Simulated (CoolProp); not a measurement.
Methane along the isobar 5.9 MPa: fugacity coefficient from the reference equation and from simpler models built on Tc = -82.6 °C, pc = 4.599 MPa, ω = 0.011; each cubic takes its own stable root.

Computed with CoolProp (reference Helmholtz-energy equation of state, Setzmann 1991).

```
T (°C)    phase  reference  van der Waals  Redlich-Kwong  Soave-Redlich-Kwong  Peng-Robinson
-------  ------  ---------  -------------  -------------  -------------------  -------------
-148.65  liquid    0.05114         0.1292        0.04352              0.05101        0.05034
-140.25  liquid    0.08222         0.1730        0.07468              0.08280        0.08097
-131.95  liquid     0.1230         0.2223         0.1169               0.1247         0.1212
-123.55  liquid     0.1750         0.2775         0.1715               0.1782         0.1723
-115.25  liquid     0.2366         0.3363         0.2364               0.2414         0.2327
-106.85  liquid     0.3084         0.3991         0.3115               0.3147         0.3026
-98.55   liquid     0.3870         0.4630         0.3926               0.3941         0.3785
-90.15   liquid     0.4717         0.5279         0.4780               0.4784         0.4592
```
